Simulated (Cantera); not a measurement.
A closed system holds: 1 mol Si, 0.053 mol O2, a varied amount of N2, at 1100 °C and 0.00975 Torr.

Method: chemical equilibrium by Gibbs-energy minimisation in Cantera with the NASA 1993 tables (ideal gas, pure condensed phases). Candidate condensed phases: Si, SiO2, Si2N2O, Si3N4; 16 gas species. N2 is the only nitrogen source here; it is nearly inert below about 1500 K, so the nitride shown seldom forms there in practice. The numbers say what is thermodynamically allowed, not how fast it happens.

At 140 mol N2, list the 3 most abundant gas species with their mole fractions, and the condensed phases.

N2 0.999, SiO 0.000760, Si 1.15e-5. Condensed: Si3N4(s).
